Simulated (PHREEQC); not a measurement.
0.11 g of hydrous ferric oxide (600 m²/g; 0.2 weak and 0.005 strong sites per Fe, Dzombak-Morel constants, diffuse double layer) in 1 kg of water with 0.005 mol/kgw of an inert sodium salt and 0.65 mmol/kgw H3BO3 and 0.61 mmol/kgw Na2HAsO4, at 25 °C; the pH is set by adding NaOH or the inert anion's acid. Oxygen is held at 0.21 atm. CO2 from the air is kept out. No solid was allowed to form.

Base run: PHREEQC, ion-association model, wateq4f.dat. Each further column changes one thing. The table gives As sorbed (%).

```tsv
pH	base	background salt from 0.005 to 0.0005 mol/kgw	oxide from 0.11 to 0.55 g/kgw
4	40.1	40.2	100.0
4.5	39.8	39.9	100.0
5	39.3	39.2	100.0
6	36.6	36.5	99.9
6.5	34.1	33.9	99.8
7	30.5	30.3	99.2
7.5	26.3	26.0	96.4
8.5	16.9	16.8	68.7
9	10.6	10.5	46.3
9.5	6.4	6.1	29.5
10	4.1	3.7	19.5
11	1.5	1.1	7.3
11.5	0.6	0.5	3.1
12	0.2	0.2	1.0
```
